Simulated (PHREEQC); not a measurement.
Solution (30 °C): 0.35 mol HCl, 0.025 mol FeSO4 and 0.0088 mol MnSO4 per kg of water. Closed to the air; pH follows from the charge balance.

Equilibrium calculation in PHREEQC: ion-association model, wateq4f.dat.

| Property | Value |
|---|---|
| pH | 0.61 |
| ionic strength | 0.409 mol/kgw |
| activity of water | 0.988 |
| total alkalinity | -350 meq/kg |

```
species  molality  activity   log γ
-------  --------  --------  ------
Cl-         0.345     0.226  -0.183
H+          0.320     0.246  -0.114
HSO4-      0.0280    0.0190  -0.169
Fe+2       0.0203   0.00531  -0.582
Mn+2      0.00626   0.00164  -0.582
SO4-2     0.00322  0.000709  -0.658
FeCl+     0.00240   0.00166  -0.160
MnCl+     0.00219   0.00151  -0.160
```

No solid was allowed to form.
